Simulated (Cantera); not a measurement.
Feed: 1 mol MgO, 0.92 mol C, 0.049 mol CO, held at 100 Torr.

Equilibrium computed with Cantera from the NASA thermochemical tables; the gas is ideal and each condensed phase is pure. Candidate condensed phases: C, Mg, MgCO₃, MgO; 15 gas species. Equilibrium is a limit: real reactors are often held back by kinetics, nucleation or transport. All values below are at 2148 K.

Base state: CO 0.513, Mg 0.487, CO₂ 0.000168 (mole fractions); condensed: MgO(s).

Task: What changes in the equilibrium state with this change: pressure from 100 Torr to 10.0 Torr?

Result: 
```tsv
species	before	after
CO	0.513	0.510
Mg	0.487	0.488
CO₂	0.000168	0.00167
MgO	2.32e-6	2.32e-5
MgO(s), mol	0.0797	0.0768
```
